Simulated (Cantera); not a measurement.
Feed: 1 mol CuO, 2.3 mol CH₄, 2.4 mol H₂, held at 1.00 bar.

These are equilibrium values from Cantera (NASA tables, ideal gas, pure condensed phases), not measurements of a reactor. Candidate condensed phases: C, C₆H₆, C₇H₈, C₈H₁₈, Cu, CuO, Cu(OH)₂, Cu₂O, H₂O; 113 gas species. Rates play no part.

**Question.** At 952 °C, list the 4 most abundant gas species with their mole fractions, and the condensed phases.

**Answer.** H₂ 0.864, CO 0.124, CH₄ 0.00980, H₂O 0.00211. Condensed: C(graphite) + Cu(s).
